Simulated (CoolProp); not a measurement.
Vapour-liquid equilibrium of n-butane (1) + acetone (2) at 0.592 MPa; x and y are mole fractions of (1).

The numbers come from the multi-fluid Helmholtz-energy mixture model, Bücker 2006 and Lemmon 2006; pair parameters Bell 2016 in CoolProp.

Q: Give the bubble temperature and the first vapour's composition at x = 0.15, 0.55, 0.95. Is there an azeotrope?

A: x = 0.15: 359.2 K, y = 0.589; x = 0.55: 336.5 K, y = 0.834; x = 0.95: 330.5 K, y = 0.962. No azeotrope shows between x = 0.05 and 0.95.

Pair parameters are fitted to limited data, so mixtures are less certain than the pure fluids. With so large a gap from Raoult's law the liquid may split in two, which this calculation doesn't test in full.
